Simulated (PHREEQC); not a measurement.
## Phosphoric acid bath

Make-up at 55 °C: 0.013 mol NaH2PO4 and 0.021 mol HF per kg of water. Closed to the air; pH follows from the charge balance.

Equilibrium calculation in PHREEQC: ion-association model, phreeqc.dat.

Each row changes one thing in this solution. Precipitation was switched off in this run.

```
case                             pH  ionic strength (mol/kgw)  HF (mol/kgw)  F- (mol/kgw)  HF2- (mol/kgw)
-----------------------------  ----  ------------------------  ------------  ------------  --------------
as made                        2.80                    0.0148        0.0160       0.00434        0.000304
HF from 0.021 to 0.21 mol/kgw  2.07                    0.0226         0.185       0.00963         0.00779
0.0038 mol/kgw Ca(OH)2 added   3.25                    0.0234        0.0112       0.00885        0.000435
diluted 10-fold with water     3.20                   0.00197       0.00129      0.000804         4.53e-6
temperature from 55 to 10 °C   2.58                    0.0159        0.0149       0.00553        0.000273
NaH2PO4 left out               2.57                   0.00287        0.0179       0.00266        0.000208
```

Some of these states are supersaturated (in Fluorite, for instance). Away from 25 °C the constants follow the database's enthalpies or fits; those with neither stay at their 25 °C values.
